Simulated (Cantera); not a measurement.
Cantera run, input and output.

```python
import numpy as np
import cantera as ct

gas = ct.Solution("gri30.yaml")
gas.TPX = 1175, 2900000, {'CH4': 1, 'O2': 1.43, 'N2': 5.37}
reactor = ct.IdealGasReactor(gas, energy="on", clone=False)
net = ct.ReactorNet([reactor])
net.rtol, net.atol = 1e-08, 1e-16
show = ['CH4', 'O2', 'CO', 'HO2', 'CH2CO', 'CH3', 'CH2']
times = np.geomspace(2e-06, 0.4, 11)

steps = ct.SolutionArray(gas, extra=["t"])
rows = []
print(f"{'t/s':>10s}{'T/K':>9s}{'P/Pa':>11s}" + "".join(f"{s:>11s}" for s in show))
for t in times:
    while net.time < t:
        t_next = net.step()
        steps.append(gas.state, t=t_next)
    rows.append([np.interp(t, steps.t, y) for y in (steps.T, steps.P, *steps(*show).X.T)])
    print(f"{t:10.3e}{rows[-1][0]:9.1f}{rows[-1][1]:11.4g}" + "".join(f"{x:11.3e}" for x in rows[-1][2:]))
rate = np.gradient(steps.T, steps.t)
print("integrator steps:", len(steps.t))
if steps.T.max() > steps.T[0] + 200:
    print(f"time of steepest temperature rise: {steps.t[rate.argmax()]:.4e} s")
gas.TPX = 1175, 2900000, {'CH4': 1, 'O2': 1.43, 'N2': 5.37}
gas.equilibrate("UV")
print(f"equilibrium (UV): T = {gas.T:.1f} K  " + "  ".join(f"{s} {gas[s].X[0]:.3e}" for s in show))
```

Output:

```
       t/s      T/K       P/Pa        CH4         O2         CO        HO2      CH2CO        CH3        CH2
 2.000e-06   1175.0    2.9e+06  1.282e-01  1.833e-01  1.359e-13  3.802e-08  3.289e-22  3.972e-08  1.075e-17
 6.778e-06   1175.0    2.9e+06  1.282e-01  1.833e-01  5.681e-12  1.239e-07  2.424e-19  1.437e-07  1.500e-16
 2.297e-05   1175.0    2.9e+06  1.282e-01  1.833e-01  2.822e-10  3.690e-07  1.974e-16  6.063e-07  2.984e-15
 7.786e-05   1175.0    2.9e+06  1.282e-01  1.833e-01  2.242e-08  8.514e-07  2.712e-13  2.887e-06  7.366e-14
 2.639e-04   1175.3  2.901e+06  1.281e-01  1.833e-01  1.276e-06  1.469e-06  6.334e-11  5.014e-06  2.518e-13
 8.944e-04   1177.9  2.907e+06  1.277e-01  1.830e-01  3.983e-05  4.276e-06  4.969e-09  8.271e-06  1.069e-12
 3.031e-03   2997.2  7.982e+06  2.999e-10  2.611e-04  8.268e-02  1.112e-06  3.373e-12  3.553e-10  5.067e-11
 1.027e-02   2997.2  7.982e+06  2.999e-10  2.611e-04  8.268e-02  1.112e-06  3.373e-12  3.553e-10  5.067e-11
 3.482e-02   2997.2  7.982e+06  2.999e-10  2.611e-04  8.268e-02  1.112e-06  3.373e-12  3.553e-10  5.067e-11
 1.180e-01   2997.2  7.982e+06  2.999e-10  2.611e-04  8.268e-02  1.112e-06  3.373e-12  3.553e-10  5.067e-11
 4.000e-01   2997.2  7.982e+06  2.999e-10  2.611e-04  8.268e-02  1.112e-06  3.373e-12  3.553e-10  5.067e-11
integrator steps: 2152
time of steepest temperature rise: 2.1291e-03 s
equilibrium (UV): T = 2997.2 K  CH4 3.373e-10  O2 2.611e-04  CO 8.268e-02  HO2 1.112e-06  CH2CO 3.655e-12  CH3 3.996e-10  CH2 5.484e-11
```

Detailed kinetics in Cantera: GRI-Mech 3.0 (53 species, 325 reactions). The pressure lies above the range GRI-Mech 3.0 was tuned for (to about 10 atm).
